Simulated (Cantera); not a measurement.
A closed system holds: 1 mol c-C4F8, 0.085 mol H2, equilibrated at 1948 K and 1.20 mbar.

Equilibrium computed with Cantera from the NASA thermochemical tables; the gas is ideal and each condensed phase is pure. Candidate condensed phases: C, C6H6, C7H8, C8H18; 95 gas species. The feed counts by its element totals alone. Gases not in the tables: C2F6 and larger saturated fluorocarbons. Equilibrium is a limit: real reactors are often held back by kinetics, nucleation or transport.

Base state: CF4 0.661, CF2 0.168, F 0.0950, HF 0.0673, CF3 0.00797, CF 0.000339 (mole fractions); condensed: C(graphite).

What changes in the equilibrium state with this change: temperature from 1948 K to 823 K?


```csv
species,before,after
CF4,0.661,0.920
HF,0.0673,0.0799
CF2,0.168,<1e-9
F,0.0950,<1e-9
CF3,0.00797,<1e-9
CF,0.000339,<1e-9
"C(graphite), mol",1.88,2.04
```
Condensed phases not in the tables: fluorocarbon polymer.

What changes in the equilibrium state with this change: H2 from 0.085 to 1.9 mol?


```json
[
 {"species": "HF", "before": "0.0673", "after": "0.715"},
 {"species": "CF4", "before": "0.661", "after": "0.141"},
 {"species": "CF2", "before": "0.168", "after": "0.0775"},
 {"species": "F", "before": "0.0950", "after": "0.0645"},
 {"species": "CF3", "before": "0.00797", "after": "0.00250"},
 {"species": "CF", "before": "0.000339", "after": "0.000230"},
 {"species": "C(graphite), mol", "before": "1.88", "after": "2.83"}
]
```
